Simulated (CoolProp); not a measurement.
Properties of hydrogen sulfide at several states.

Model: reference Helmholtz-energy equation of state, Lemmon 2006, in CoolProp. It is a short technical equation, of lower accuracy than the large ones.

```
T (K)  p (MPa)  phase       Z  Joule-Thomson coefficient (K/MPa)  viscosity (µPa s)
-----  -------  -----  ------  ---------------------------------  -----------------
739.5    0.149    gas  0.9997                              2.295               28.7
567.1     6.19    gas       ?                                  ?                  ?
438.2   0.0175    gas  0.9996                              7.351               17.9
613.7    0.721    gas  0.9955                              3.526               24.5
415.8    0.244    gas  0.9936                              8.238               17.0
601.5     1.35    gas  0.9909                                  ?               24.1
```

Question: What belongs in the gaps?

Answer: 
- 567.1, Z: 0.9480
- 567.1, Joule-Thomson coefficient (K/MPa): 4.036
- 567.1, viscosity (µPa s): 23.5
- 601.5, Joule-Thomson coefficient (K/MPa): 3.672

Viscosity comes from a separate model (Quiñones-Cisneros 2012).
